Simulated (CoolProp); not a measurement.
Computed with CoolProp (reference Helmholtz-energy equation of state, Span 2000).

Problem. For nitrogen, give the phase and the density (kg/m³), cv (kJ/(kg K)), speed of sound (m/s), Joule-Thomson coefficient (K/MPa) at 127.6 K and 3.92 bar; 127.6 K and 19.6 bar; 127.6 K and 23.5 bar.

Solution. 
- 127.6 K and 3.92 bar: gas; density 10.8, cv 0.757, speed of sound 226, Joule-Thomson coefficient 10.4
- 127.6 K and 19.6 bar: gas; density 66.3, cv 0.844, speed of sound 206, Joule-Thomson coefficient 10.5
- 127.6 K and 23.5 bar: gas; density 85.8, cv 0.879, speed of sound 200, Joule-Thomson coefficient 10.4
